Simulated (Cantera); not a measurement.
Mixture: CH3OH : O2 : N2 = 1 : 1.95 : 7.32 (molar parts), equivalence ratio 0.77, at 5.00 bar, adiabatic and at constant pressure. Ignition delay is the time to a rise of 400 K.

Computed with Cantera and GRI-Mech 3.0 (53 species, 325 reactions). GRI-Mech 3.0 was tuned for natural gas; its chemistry of methanol as a main component is partial and can be far from experiment.

Problem. What does this change do: pressure from 5.00 bar to 1.00 bar?

Solution. 
```tsv
quantity	before	after
delay at 1175 K	4.04 ms	15.4 ms
delay at 1275 K	0.823 ms	3.24 ms
delay at 1375 K	0.221 ms	0.893 ms
delay at 1475 K	75.1 µs	0.311 ms
delay at 1575 K	30.9 µs	0.131 ms
apparent activation energy between 1475 and 1575 K	170 kJ/mol	170 kJ/mol
```
